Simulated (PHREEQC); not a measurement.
Acid rinse or clean (model solution)

A solution holds 50 mmol/kgw HCl and 7.3 mmol/kgw FeCl3, at 81 °C. Closed to the air; pH follows from the charge balance.

Model: ion-association model, phreeqc.dat, run in PHREEQC.

Precipitation was switched off in this run.

Question: Estimate the pH, density, ionic strength.

Answer: pH 1.37; density 0.973 g/cm³; ionic strength 0.0776 mol/kgw.

Question: In which forms is Cl present?

Answer: Cl- 94 %, FeCl+2 5.9 % of the Cl.

Examples of supersaturated solids here: Hematite (slow to form), Goethite (slow to form). Others may be too. Complexes and solids missing from the database can't appear. At this temperature some constants are extrapolated from 25 °C, and those without enthalpy data are left unchanged.
